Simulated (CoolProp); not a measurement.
A single-stage vapour-compression cycle with chloromethane (R40): evaporating at 267.15 K (dew point), condensing at 294.15 K (bubble point), superheat 0 K, subcooling 8 K, compressor efficiency 0.7, no pressure losses. Each further row changes one setting.

The numbers come from the reference Helmholtz-energy equation of state, Thol 2014 in CoolProp.

| case | cooling COP | pressure ratio | discharge temperature (K) | refrigerating effect (kJ/kg) | volumetric capacity (kJ/m³) |
|---|---|---|---|---|---|
| as stated | 6.49 | 2.46 | 340.5 | 379 | 1910 |
| evaporating temperature 272.15 K | 8.26 | 2.05 | 330.5 | 381 | 2270 |
| condensing temperature 289.15 K | 8.10 | 2.11 | 327.5 | 387 | 1950 |
| subcooling 13 K | 6.63 | 2.46 | 340.5 | 387 | 1950 |
| superheat 10 K | 6.36 | 2.46 | 352.6 | 388 | 1860 |
| compressor efficiency 0.6 | 5.57 | 2.46 | 350.6 | 379 | 1910 |
